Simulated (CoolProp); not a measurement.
Vapour-liquid equilibrium of R143a (1) + isobutane (2) at -78.25 °C; x and y are mole fractions of (1).

The numbers come from the multi-fluid Helmholtz-energy mixture model, Lemmon and Jacobsen 2000 and Bücker 2006; pair parameters Bell 2016 in CoolProp.

| x | bubble pressure, mixture model (bar) | bubble pressure, Raoult's law (bar) | y, mixture model | y, Raoult's law |
|---|---|---|---|---|
| 0.05 | 0.08259 | 0.03357 | 0.697 | 0.264 |
| 0.2 | 0.1556 | 0.05621 | 0.853 | 0.630 |
| 0.35 | 0.1697 | 0.07884 | 0.869 | 0.785 |
| 0.5 | 0.1699 | 0.1015 | 0.869 | 0.872 |
| 0.65 | 0.1700 | 0.1241 | 0.870 | 0.927 |
| 0.8 | 0.1735 | 0.1468 | 0.886 | 0.965 |
| 0.95 | 0.1775 | 0.1694 | 0.952 | 0.992 |

The largest gap from Raoult's law is +176.8 % in bubble pressure, at x = 0.2. No azeotrope shows between x = 0.05 and 0.95.

The pair parameters rest on a limited set of measurements; away from them the model extrapolates. With so large a gap from Raoult's law the liquid may split in two, which this calculation doesn't test in full.
